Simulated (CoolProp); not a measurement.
Diethyl ether along the isotherm 548 K: fugacity coefficient from the reference equation and from simpler models built on Tc = 467.9 K, pc = 3717 kPa, ω = 0.282; each cubic takes its own stable root.

Model: reference Helmholtz-energy equation of state, Thol 2014, in CoolProp.

| p (kPa) | phase | reference |
|---|---|---|
| 929 | gas | 0.9526 |
| 1860 | gas | 0.9056 |
| 2790 | gas | 0.8595 |
| 3720 | supercritical | 0.8141 |
| 4650 | supercritical | 0.7700 |
| 5580 | supercritical | 0.7274 |
| 6510 | supercritical | 0.6869 |
| 7430 | supercritical | 0.6497 |
| 8360 | supercritical | 0.6156 |
| 9290 | supercritical | 0.5854 |

Question: How far does each simpler model (van der Waals, Soave-Redlich-Kwong, Peng-Robinson) lie from the reference over these 10 states: mean and median of the absolute difference, and the worst?

Answer: 
- van der Waals: mean 2.7 %, median 2.5 %, worst -5.1 % at 548 K and 8360 kPa
- Soave-Redlich-Kwong: mean 1.8 %, median 1.4 %, worst +4.7 % at 548 K and 9290 kPa
- Peng-Robinson: mean 1.9 %, median 2.0 %, worst -2.5 % at 548 K and 5580 kPa
